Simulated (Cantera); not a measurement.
A closed system holds: 1 mol AlCl3, 32 mol N2O, 520 mol N2, held at 75.0 Torr.

Equilibrium computed with Cantera from the NASA thermochemical tables; the gas is ideal and each condensed phase is pure. Candidate condensed phases: Al, AlCl3, AlN, Al2O3; 24 gas species. Kinetics and transport are ignored. All values below are at 1323 K.

Base state: N2 0.970, O2 0.0267, Cl 0.00195, Cl2 0.00166, NO 0.000181 (mole fractions); condensed: Al2O3(s).

What changes in the equilibrium state with this change: AlCl3 replaced by Al?


```csv
species,before,after
N2,0.970,0.973
O2,0.0267,0.0268
NO,0.000181,0.000182
Cl,0.00195,0
Cl2,0.00166,0
"Al2O3(s), mol",0.500,0.500
```

What changes in the equilibrium state with this change: N2 from 520 to 24 mol?


```csv
species,before,after
N2,0.970,0.767
O2,0.0267,0.209
Cl2,0.00166,0.0174
ClO,3.20e-6,2.90e-5
Cl,0.00195,0.00633
NO,0.000181,0.000451
"Al2O3(s), mol",0.500,0.500
```
